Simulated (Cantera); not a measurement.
A freely propagating, adiabatic, planar premixed flame of 9.17 % CH₄, 19.1 % O₂, 71.8 % N₂, equivalence ratio 0.96, unburnt at 673 K and 210000 Pa; unity-Lewis-number transport, grid criteria slope 0.08 and curve 0.16, no radiation.

Detailed kinetics in Cantera: GRI-Mech 3.0 (53 species, 325 reactions). Unity Lewis numbers drop preferential diffusion, which matters most where H2 and H carry the flame. Burning velocities carry a grid error of a few per cent, more on coarse grids.

Task: Predict: laminar burning velocity; thermal thickness; peak x(C₂H); peak x(C₂H₂); peak x(CH₂).

Result: laminar burning velocity: 100.0 cm/s
thermal thickness: 0.189 mm
peak x(C₂H): 3.82e-7
peak x(C₂H₂): 0.000120
peak x(CH₂): 5.99e-5
